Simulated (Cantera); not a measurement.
## Pyrogenic steam for wet oxidation

An isothermal, constant-pressure homogeneous reactor starts with H2 : O2 : N2 = 0.96 : 1 : 9.1 (molar parts), equivalence ratio 0.48, at 850 K and 13300 Pa.

Model: the H2/O2 subset of GRI-Mech 3.0, which has no nitrogen chemistry, integrated in Cantera. Radical loss at walls, strong at low pressure, is not modelled. Below about 950 K walls govern HO2 and H2O2 in real vessels. The temperature is held fixed by assumption; the heat of reaction is taken as removed at once.

```tsv
t (s)	x H2	x O2	x H2O2	x H2O	x HO2	x H
7.00e-6	0.0868	0.0904	<1e-12	<1e-12	<1e-12	<1e-12
2.88e-5	0.0868	0.0904	<1e-12	<1e-12	<1e-12	<1e-12
0.000118	0.0868	0.0904	<1e-12	<1e-12	<1e-12	<1e-12
0.000487	0.0868	0.0904	<1e-12	2.59e-12	4.47e-12	3.55e-12
0.00201	0.0868	0.0904	<1e-12	1.41e-10	8.63e-11	6.88e-11
0.00825	0.0868	0.0904	2.43e-9	3.76e-6	1.73e-6	1.54e-6
0.0339	0.00511	0.0516	6.68e-7	0.0854	9.84e-6	3.12e-5
0.140	0.00256	0.0504	4.06e-6	0.0881	7.55e-6	1.08e-6
0.574	0.00216	0.0502	1.53e-5	0.0885	5.44e-6	1.16e-7
2.36	0.00158	0.0499	2.46e-5	0.0891	4.66e-6	6.71e-8
9.72	0.000612	0.0494	1.39e-5	0.0901	2.78e-6	1.94e-8
40.0	6.34e-5	0.0492	1.03e-6	0.0907	6.25e-7	9.92e-10
```
x: mole fraction; the columns are a selection and need not sum to one.

Equilibrium at this temperature and pressure: H2 <1e-12, O2 0.0491, H2O2 2.17e-12, H2O 0.0907, HO2 1.07e-11, H <1e-12 (gas phase only).
